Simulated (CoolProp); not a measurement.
Vapour-liquid equilibrium of R143a (1) + isobutane (2) at 0.112 MPa; x and y are mole fractions of (1).

The numbers come from the multi-fluid Helmholtz-energy mixture model, Lemmon and Jacobsen 2000 and Bücker 2006; pair parameters Bell 2016 in CoolProp.

```tsv
x	bubble temperature (°C)	y at the bubble point	dew temperature at overall composition x (°C)	liquid density (mol/L)
0.05	-22.5	0.433	-10.5	10.50
0.125	-32.7	0.658	-12.5	10.82
0.2	-37.4	0.740	-14.7	11.06
0.275	-39.8	0.779	-17.0	11.27
0.35	-41.2	0.800	-19.5	11.47
0.425	-42.0	0.813	-22.2	11.67
0.5	-42.6	0.824	-25.2	11.88
0.575	-43.0	0.834	-28.5	12.11
0.65	-43.5	0.845	-32.2	12.35
0.725	-43.9	0.860	-36.5	12.62
0.8	-44.4	0.880	-41.2	12.91
0.875	-44.8	0.910	-44.3	13.23
0.95	-45.1	0.956	-45.0	13.57
```

No azeotrope shows between x = 0.05 and 0.95.

Pair parameters are fitted to limited data, so mixtures are less certain than the pure fluids. With so large a gap from Raoult's law the liquid may split in two, which this calculation doesn't test in full.
